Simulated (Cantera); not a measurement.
**Premixed flame**

A freely propagating, adiabatic, planar premixed flame of 37.5 % H₂, 9.36 % O₂, 35.2 % N₂, 18.0 % H₂O, unburnt at 423 K and 353 Torr; mixture-averaged transport, grid criteria slope 0.08 and curve 0.16, no radiation.

Computed with Cantera and the H2/O2 subset of GRI-Mech 3.0, which has no nitrogen chemistry. Burning velocities carry a grid error of a few per cent, more on coarse grids.

```
z (mm)  T (K)  u (m/s)   x H₂      x O₂  x H₂O   x H₂O₂      x H     x HO₂
------  -----  -------  -----  --------  -----  -------  -------  --------
-2.60     423     3.23  0.375    0.0936  0.180    <1e-8    <1e-8     <1e-8
-1.73     423     3.23  0.375    0.0936  0.180    <1e-8    <1e-8     <1e-8
-1.30     423     3.23  0.374    0.0936  0.180    <1e-8    <1e-8     <1e-8
-0.866    423     3.23  0.374    0.0937  0.180  1.45e-8    <1e-8   3.46e-7
-0.433    449     3.39  0.367    0.0942  0.183  1.13e-5  2.21e-5  0.000177
-0.217    658     4.86  0.340    0.0887  0.205  3.82e-5  0.00227  0.000233
0         988     7.13  0.287    0.0689  0.255  6.14e-6   0.0157   8.51e-5
0.217    1232     8.80  0.228    0.0360  0.322  9.77e-7   0.0363   3.26e-5
0.433    1362     9.70  0.193    0.0127  0.366  7.49e-7   0.0475   1.03e-5
0.866    1468     10.4  0.180   0.00162  0.389  5.46e-7   0.0464   1.23e-6
1.73     1556     11.0  0.185  0.000439  0.394  3.63e-7   0.0360   3.34e-7
3.47     1634     11.4  0.191  0.000235  0.397  2.01e-7   0.0253   1.82e-7
6.93     1697     11.8  0.196  0.000108  0.400  9.72e-8   0.0164   8.88e-8
```
x: mole fraction of selected species; z is measured from the peak of heat release.

```json
{
 "laminar_burning_velocity": "323 cm/s",
 "thermal_thickness": "0.866 mm",
 "peak x(H₂O₂)": "4.00e-5",
 "peak x(H)": "0.0490",
 "peak x(HO₂)": "0.000330",
 "grid_points": "119"
}
```
